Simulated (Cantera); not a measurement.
Feed: 1 mol SO2, 0.019 mol O2, 1.4 mol H2, at 1 atm.

Cantera equilibrium calculation (NASA polynomials, part measured and part estimated; ideal gas, pure solids and liquids). Candidate condensed phases: H2O, H2SO4, S; 19 gas species. Kinetics and transport are ignored. All values below are at 1302 °C.

Base state: H2O 0.590, SO2 0.195, S2 0.117, H2 0.0470, H2S 0.0416, S2O 0.00437, SO 0.00352, SH 0.00159 (mole fractions); condensed: gas only.

### Question
What changes in the equilibrium state with this change: O2 from 0.019 to 0.5 mol?

### Answer
| species | before | after |
|---|---|---|
| H2O | 0.590 | 0.573 |
| SO2 | 0.195 | 0.361 |
| S2 | 0.117 | 0.0273 |
| H2S | 0.0416 | 0.00998 |
| H2 | 0.0470 | 0.0233 |
| SH | 0.00159 | 0.000543 |
| S2O | 0.00437 | 0.00199 |
| S | 3.17e-5 | 1.53e-5 |
